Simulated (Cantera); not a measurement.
Ignition delay

Mixture: 13.9 % CO, 13.9 % H2, 15.2 % O2, 57.0 % N2, equivalence ratio 0.92, at 0.730 atm, adiabatic and at constant pressure. Ignition delay is the time to a rise of 400 K.

Detailed kinetics in Cantera: GRI-Mech 3.0 (53 species, 325 reactions). Where the delays flatten at high temperature, the 400 K rule measures the pace of heat release, not the induction time.

| T0 (K) | delay (ms) |
|---|---|
| 1050 | 0.200 |
| 1150 | 0.103 |
| 1250 | 0.0673 |
| 1350 | 0.0515 |
| 1450 | 0.0444 |
| 1550 | 0.0422 |
| 1650 | 0.0433 |
| 1750 | 0.0470 |
| 1850 | 0.0526 |
| 1950 | 0.0598 |
